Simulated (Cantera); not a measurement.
Charge: 1 mol CaO, 5.4 mol O2, held at 1.20 bar.

Method: chemical equilibrium by Gibbs-energy minimisation in Cantera with the NASA 1993 tables (ideal gas, pure condensed phases). Candidate condensed phases: Ca, CaO; 6 gas species. Equilibrium is a limit: real reactors are often held back by kinetics, nucleation or transport. All values below are at 1025 K.

Base state: O2 1.00 (mole fractions); condensed: CaO(s).

Question: What changes in the equilibrium state with this change: 0.025 mol CH4 added?

Answer: 
```
species      before    after
-----------  ------  -------
O2             1.00    0.986
H2O               0  0.00922
CO2               0  0.00461
CaO(s), mol    1.00     1.00
```
Further candidate phases: C, C6H6, C7H8, C8H18, CaCO3, Ca(OH)2, H2O.
